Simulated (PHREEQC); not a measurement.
## Geothermal or formation water: an equilibrium model

Model water analysis in mg/kgw, 70 °C, pH 6.31: Na 3670; K 757; Ca 168; Mg 83.4; Cl 6680; S(6) as SO4 649; Alkalinity as HCO3 0.36; Si as SiO2 90.1.

Valence states are taken as typed.

Equilibrium calculation in PHREEQC: Pitzer model, pitzer.dat.

Precipitation was switched off in this run.

Task: Estimate the activity of water, charge-balance error, specific conductance.

Result: activity of water 0.994; charge-balance error -1.9 %; specific conductance 42800 µS/cm.

Task: In which forms is C present?

Result: HCO3- 59 %, CO2 41 % of the C.

Complexes and solids missing from the database can't appear. Constants without temperature data keep their 25 °C values here.
